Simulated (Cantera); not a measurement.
Cantera run, input and output.

```python
import numpy as np
import cantera as ct

gas = ct.Solution("h2o2.yaml")
gas.TPX = 1348, 2666, {'H2': 0.16, 'O2': 1, 'H2O': 0.0013}
reactor = ct.IdealGasConstPressureReactor(gas, energy="off", clone=False)
net = ct.ReactorNet([reactor])
net.rtol, net.atol = 1e-08, 1e-18
show = ['H2', 'O2', 'OH', 'H2O', 'O', 'HO2', 'H']
times = np.geomspace(0.0001, 10, 12)

steps = ct.SolutionArray(gas, extra=["t"])
rows = []
print(f"{'t/s':>10s}{'T/K':>9s}{'P/Pa':>11s}" + "".join(f"{s:>11s}" for s in show))
for t in times:
    while net.time < t:
        t_next = net.step()
        steps.append(gas.state, t=t_next)
    rows.append([np.interp(t, steps.t, y) for y in (steps.T, steps.P, *steps(*show).X.T)])
    print(f"{t:10.3e}{rows[-1][0]:9.1f}{rows[-1][1]:11.4g}" + "".join(f"{x:11.3e}" for x in rows[-1][2:]))
rate = np.gradient(steps.T, steps.t)
print("integrator steps:", len(steps.t))
if steps.T.max() > steps.T[0] + 200:
    print(f"time of steepest temperature rise: {steps.t[rate.argmax()]:.4e} s")
gas.TPX = 1348, 2666, {'H2': 0.16, 'O2': 1, 'H2O': 0.0013}
gas.equilibrate("TP")
print(f"equilibrium (TP): T = {gas.T:.1f} K  " + "  ".join(f"{s} {gas[s].X[0]:.3e}" for s in show))
```

Result:

```
       t/s      T/K       P/Pa         H2         O2         OH        H2O          O        HO2          H
 1.000e-04   1348.0       2666  1.378e-01  8.611e-01  1.086e-06  1.122e-03  1.436e-06  2.666e-07  1.446e-06
 2.848e-04   1348.0       2666  1.319e-01  8.573e-01  1.527e-03  5.240e-03  2.064e-03  4.194e-06  2.043e-03
 8.111e-04   1348.0       2666  5.112e-03  7.696e-01  1.176e-02  1.129e-01  6.906e-02  9.763e-06  3.161e-02
 2.310e-03   1348.0       2666  4.223e-03  7.865e-01  1.080e-02  1.209e-01  5.500e-02  9.842e-06  2.261e-02
 6.579e-03   1348.0       2666  2.419e-03  8.164e-01  8.303e-03  1.344e-01  2.948e-02  9.194e-06  8.974e-03
 1.874e-02   1348.0       2666  6.499e-04  8.414e-01  4.351e-03  1.448e-01  7.593e-03  5.822e-06  1.175e-03
 5.337e-02   1348.0       2666  9.778e-05  8.490e-01  1.697e-03  1.480e-01  1.132e-03  1.843e-06  6.770e-05
 1.520e-01   1348.0       2666  1.504e-05  8.504e-01  6.692e-04  1.488e-01  1.747e-04  4.158e-07  4.111e-06
 4.329e-01   1348.0       2666  2.977e-06  8.507e-01  2.990e-04  1.490e-01  3.480e-05  1.157e-07  3.658e-07
 1.233e+00   1348.0       2666  7.517e-07  8.507e-01  1.507e-04  1.491e-01  8.833e-06  6.607e-08  4.679e-08
 3.511e+00   1348.0       2666  2.700e-07  8.508e-01  9.042e-05  1.491e-01  3.182e-06  7.434e-08  1.014e-08
 1.000e+01   1348.0       2666  1.981e-07  8.508e-01  7.744e-05  1.491e-01  2.335e-06  8.169e-08  6.390e-09
integrator steps: 1812
equilibrium (TP): T = 1348.0 K  H2 1.968e-07  O2 8.508e-01  OH 7.719e-05  H2O 1.491e-01  O 2.320e-06  HO2 8.186e-08  H 6.329e-09
```

Model: the H2/O2 subset of GRI-Mech 3.0, which has no nitrogen chemistry, integrated in Cantera. Radical loss at walls, strong at low pressure, is not modelled. The temperature is held fixed by assumption; the heat of reaction is taken as removed at once.
